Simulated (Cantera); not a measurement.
A closed system holds: 1 mol Zr, 2.4 mol NH3, 1.7 mol H2, equilibrated at 2525 K and 1.50 Pa.

Cantera equilibrium calculation (NASA polynomials, part measured and part estimated; ideal gas, pure solids and liquids). Candidate condensed phases: Zr, ZrN; 11 gas species. Equilibrium is a limit: real reactors are often held back by kinetics, nucleation or transport.

Base state: H 0.813, N2 0.0949, Zr 0.0791, H2 0.0126, N 2.92e-5 (mole fractions); condensed: gas only.

### Question
What changes in the equilibrium state with this change: pressure from 1.50 Pa to 6400 Pa?

### Answer
| species | before | after |
|---|---|---|
| H2 | 0.0126 | 0.791 |
| N2 | 0.0949 | 0.111 |
| H | 0.813 | 0.0985 |
| Zr | 0.0791 | 1.24e-6 |
| N | 2.92e-5 | 4.84e-7 |
| ZrN(s), mol | 0 | 1.000 |
ZrN: taken at fixed stoichiometry.
